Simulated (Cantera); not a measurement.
# Ignition delay

Mixture: 21.5 % H2, 16.5 % O2, 62.0 % N2, equivalence ratio 0.65, at 8.68 atm, adiabatic and at constant pressure. Ignition delay is the time to a rise of 400 K.

Detailed kinetics in Cantera: the H2/O2 subset of GRI-Mech 3.0, which has no nitrogen chemistry. The hydrogen kinetics of GRI-Mech 3.0 are dated; newer H2 mechanisms differ, most at raised pressure. Where the delays flatten at high temperature, the 400 K rule measures the pace of heat release, not the induction time.

| T0 (K) | delay (ms) |
|---|---|
| 1225 | 0.0163 |
| 1325 | 0.00419 |
| 1425 | 0.00234 |
| 1525 | 0.00159 |
| 1625 | 0.00119 |
| 1725 | 0.000968 |
